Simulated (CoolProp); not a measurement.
Model: reference Helmholtz-energy equation of state, Thol 2021, in CoolProp.

Task: Give the vapour pressure (bar), vapour density (kg/m³), enthalpy of vaporisation (kJ/kg) of saturated chlorine at 335 K.

Result: 
```csv
T (K),p (bar),vapour density (kg/m³),enthalpy of vaporisation (kJ/kg)
335,18.8,59.2,215
```
